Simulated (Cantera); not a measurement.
Cantera run, input and output.

```python
import numpy as np
import cantera as ct

gas = ct.Solution("SiF4_NH3_mec.yaml", "gas")
gas.TPX = 1850, 180000, {'NH3': 1, 'H2': 2.5}
reactor = ct.IdealGasConstPressureReactor(gas, energy="off", clone=False)
net = ct.ReactorNet([reactor])
net.rtol, net.atol = 1e-08, 1e-18
show = ['NH3', 'H2', 'NH', 'H', 'N2H2', 'NH2', 'N2']
times = np.geomspace(1e-05, 10, 12)

steps = ct.SolutionArray(gas, extra=["t"])
rows = []
print(f"{'t/s':>10s}{'T/K':>9s}{'P/Pa':>11s}" + "".join(f"{s:>11s}" for s in show))
for t in times:
    while net.time < t:
        t_next = net.step()
        steps.append(gas.state, t=t_next)
    rows.append([np.interp(t, steps.t, y) for y in (steps.T, steps.P, *steps(*show).X.T)])
    print(f"{t:10.3e}{rows[-1][0]:9.1f}{rows[-1][1]:11.4g}" + "".join(f"{x:11.3e}" for x in rows[-1][2:]))
rate = np.gradient(steps.T, steps.t)
print("integrator steps:", len(steps.t))
if steps.T.max() > steps.T[0] + 200:
    print(f"time of steepest temperature rise: {steps.t[rate.argmax()]:.4e} s")
gas.TPX = 1850, 180000, {'NH3': 1, 'H2': 2.5}
gas.equilibrate("TP")
print(f"equilibrium (TP): T = {gas.T:.1f} K  " + "  ".join(f"{s} {gas[s].X[0]:.3e}" for s in show))
```

Result:

```
       t/s      T/K       P/Pa        NH3         H2         NH          H       N2H2        NH2         N2
 1.000e-05   1850.0    1.8e+05  2.857e-01  7.143e-01  5.168e-09  8.984e-06  4.246e-10  9.835e-06  8.439e-11
 3.511e-05   1850.0    1.8e+05  2.857e-01  7.143e-01  6.461e-08  3.136e-05  6.492e-09  3.434e-05  3.120e-08
 1.233e-04   1850.0    1.8e+05  2.856e-01  7.142e-01  6.883e-07  1.024e-04  9.349e-08  1.121e-04  4.282e-06
 4.329e-04   1850.0    1.8e+05  2.851e-01  7.144e-01  2.374e-06  1.914e-04  4.156e-07  2.091e-04  1.300e-04
 1.520e-03   1850.0    1.8e+05  2.834e-01  7.154e-01  2.482e-06  1.966e-04  4.366e-07  2.132e-04  7.933e-04
 5.337e-03   1850.0    1.8e+05  2.775e-01  7.190e-01  2.457e-06  1.986e-04  4.227e-07  2.098e-04  3.085e-03
 1.874e-02   1850.0    1.8e+05  2.583e-01  7.307e-01  2.371e-06  2.053e-04  3.784e-07  1.987e-04  1.056e-02
 6.579e-02   1850.0    1.8e+05  2.050e-01  7.633e-01  2.104e-06  2.262e-04  2.650e-07  1.664e-04  3.129e-02
 2.310e-01   1850.0    1.8e+05  1.096e-01  8.216e-01  1.456e-06  2.759e-04  9.869e-08  1.008e-04  6.844e-02
 8.111e-01   1850.0    1.8e+05  3.344e-02  8.681e-01  6.107e-07  3.405e-04  1.313e-08  3.592e-05  9.807e-02
 2.848e+00   1850.0    1.8e+05  8.071e-03  8.836e-01  1.711e-07  3.729e-04  9.107e-10  9.329e-06  1.079e-01
 1.000e+01   1850.0    1.8e+05  2.082e-03  8.873e-01  4.548e-08  3.799e-04  6.290e-11  2.442e-06  1.103e-01
integrator steps: 1127
equilibrium (TP): T = 1850.0 K  NH3 1.316e-05  H2 8.885e-01  NH 2.885e-10  H 3.810e-04  N2H2 1.911e-13  NH2 1.546e-08  N2 1.111e-01
```

Computed with Cantera and the gas-phase N/H chemistry of the illustrative SiF4/NH3 mechanism in the Surface Chemkin manual (1991). Walls and surfaces, which speed up NH3 decomposition in real reactors, are not modelled.
